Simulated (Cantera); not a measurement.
An isothermal, constant-pressure homogeneous reactor starts with CH₄ : CO₂ : H₂ = 1 : 3.6 : 0.63 (molar parts), at 1848 K and 5.00 bar. Integrator tolerance rtol = 1e-08.

Computed with Cantera and GRI-Mech 3.0 (53 species, 325 reactions).

What does this change do: temperature 1848 to 1425 K?


```json
[
 {"quantity": "x(CH₄) at 1.00 s", "before": "3.21e-8 (gas-phase equilibrium 3.45e-8)", "after": "0.107 (gas-phase equilibrium 4.83e-6)"},
 {"quantity": "x(CO₂) at 1.00 s", "before": "0.155 (gas-phase equilibrium 0.155)", "after": "0.481 (gas-phase equilibrium 0.184)"},
 {"quantity": "x(H₂) at 1.00 s", "before": "0.159 (gas-phase equilibrium 0.159)", "after": "0.0554 (gas-phase equilibrium 0.189)"},
 {"quantity": "x(H) at 1.00 s", "before": "9.52e-5 (gas-phase equilibrium 9.52e-5)", "after": "4.57e-7 (gas-phase equilibrium 1.33e-6)"},
 {"quantity": "x(H₂O) at 1.00 s", "before": "0.205 (gas-phase equilibrium 0.205)", "after": "0.159 (gas-phase equilibrium 0.175)"},
 {"quantity": "x(C₂H₆) at 1.00 s", "before": "<1e-12 (gas-phase equilibrium <1e-12)", "after": "0.000145 (gas-phase equilibrium <1e-12)"},
 {"quantity": "x(CO) at 1.00 s", "before": "0.481 (gas-phase equilibrium 0.481)", "after": "0.163 (gas-phase equilibrium 0.452)"}
]
```
